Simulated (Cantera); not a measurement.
Stirred combustor or abatement burner

A perfectly stirred reactor is fed with CH₃OH : O₂ : N₂ = 1 : 3.26 : 12.3 (molar parts), at 0.987 atm; it is adiabatic with a 698 K inlet, and is followed from long to short residence time, starting on the burning branch (τ in s: 0.47, 0.18, 0.066, 0.025, 0.0092, 0.0034, 0.0013, 0.00048, 0.00018, 6.7e-05, 2.5e-05, 9.4e-06).

Detailed kinetics in Cantera: GRI-Mech 3.0 (53 species, 325 reactions). GRI-Mech 3.0 was tuned for natural gas; its chemistry of methanol as a main component is partial and can be far from experiment.

```tsv
τ (s)	T (K)	x CH₃OH	x O₂	x H	x NO	x C₂H₄	x CH₂O	x CH₃
0.47	1777	1.13e-6	0.103	3.65e-6	2.30e-5	<1e-12	8.36e-7	1.02e-8
0.18	1775	2.29e-6	0.103	7.37e-6	1.56e-5	<1e-12	1.73e-6	1.70e-8
0.066	1772	4.58e-6	0.103	1.71e-5	1.17e-5	<1e-12	3.53e-6	2.89e-8
0.025	1766	8.73e-6	0.103	4.01e-5	9.01e-6	<1e-12	6.89e-6	5.47e-8
0.0092	1755	1.68e-5	0.103	9.52e-5	6.50e-6	2.17e-12	1.36e-5	1.27e-7
0.0034	1738	3.27e-5	0.104	0.000213	4.29e-6	1.11e-11	2.72e-5	3.41e-7
0.0013	1709	6.64e-5	0.105	0.000413	2.59e-6	6.66e-11	5.57e-5	9.40e-7
0.00048	1653	0.000176	0.108	0.000605	1.06e-6	5.75e-10	0.000143	2.81e-6
0.00018	698	0.0604	0.197	<1e-12	<1e-12	<1e-12	<1e-12	<1e-12
6.7e-5	698	0.0604	0.197	<1e-12	<1e-12	<1e-12	<1e-12	<1e-12
2.5e-5	698	0.0604	0.197	<1e-12	<1e-12	<1e-12	<1e-12	<1e-12
9.4e-6	698	0.0604	0.197	<1e-12	<1e-12	<1e-12	<1e-12	<1e-12
```
x: mole fraction; the columns are a selection and need not sum to one.
